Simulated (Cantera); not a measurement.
Charge: 1 mol SiCl4, 1.2 mol HCl, 1.1 mol H2, held at 877 °C and 5.00 bar.

These are equilibrium values from Cantera (NASA tables, ideal gas, pure condensed phases), not measurements of a reactor. Candidate condensed phases: Si; 19 gas species. The tables' values for SiCl3 are old estimates; treat these amounts as uncertain. Kinetics and transport are ignored.

Base state: HCl 0.369, H2 0.328, SiCl4 0.297, SiHCl3 0.00535, SiCl3 0.000388, SiH2Cl2 1.21e-5 (mole fractions); condensed: gas only.

Q: What changes in the equilibrium state with this change: temperature from 877 °C to 552 °C?

A: 
```tsv
species	before	after
HCl	0.369	0.364
H2	0.328	0.333
SiCl4	0.297	0.303
SiCl3	0.000388	3.00e-7
SiH2Cl2	1.21e-5	3.27e-8
SiHCl3	0.00535	0.000342
```
